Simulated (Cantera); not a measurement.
Cantera run, input and output.

```python
import numpy as np
import cantera as ct

gas = ct.Solution("gri30.yaml")


def delay(T, t_max=10):
    gas.TPX = T, 100000, {'C3H8': 1, 'O2': 3.85, 'N2': 14.5}
    reactor = ct.IdealGasReactor(gas, clone=False)
    net = ct.ReactorNet([reactor])
    net.rtol, net.atol = 1e-8, 1e-16
    while net.time < t_max:
        t_old, T_old = net.time, reactor.T
        net.step()
        if reactor.T > T + 400:  # ignition: a rise of 400 K
            return t_old + (T + 400 - T_old) / (reactor.T - T_old) * (net.time - t_old)
    return np.nan


taus = []
for T in [1048, 1123, 1198, 1273, 1348, 1423, 1498, 1573, 1648]:
    taus.append(delay(T))
    print(f"T0 = {T:6g} K   tau = {taus[-1]:.4e} s")
```

Result:

```
T0 =   1048 K   tau = 1.8326e-01 s
T0 =   1123 K   tau = 3.1416e-02 s
T0 =   1198 K   tau = 6.1241e-03 s
T0 =   1273 K   tau = 1.4617e-03 s
T0 =   1348 K   tau = 4.3728e-04 s
T0 =   1423 K   tau = 1.6250e-04 s
T0 =   1498 K   tau = 7.3137e-05 s
T0 =   1573 K   tau = 3.8612e-05 s
T0 =   1648 K   tau = 2.3144e-05 s
```

Detailed kinetics in Cantera: GRI-Mech 3.0 (53 species, 325 reactions). GRI-Mech 3.0 was tuned for natural gas; its chemistry of propane as a main component is partial and can be far from experiment.
